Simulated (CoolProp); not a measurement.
A simple Rankine cycle with dimethyl ether: condensing at 297.15 K, boiler at 4.31 MPa, turbine inlet 524 K, turbine efficiency 0.7, pump efficiency 0.6, no recuperator. Each further row changes one setting.

The numbers come from the reference Helmholtz-energy equation of state, Wu 2011 in CoolProp.

```csv
case,thermal efficiency (%),net work (kJ/kg),heat in (kJ/kg),turbine exit temperature (K),volume ratio over the turbine
as stated,13.3,103,774,450.9,7.15
condensing temperature 289.15 K,14.5,115,794,443.6,8.97
boiler pressure 3.02 MPa,11.4,90.0,790,465.6,4.99
turbine efficiency 0.6,11.2,86.8,774,459.2,7.29
```
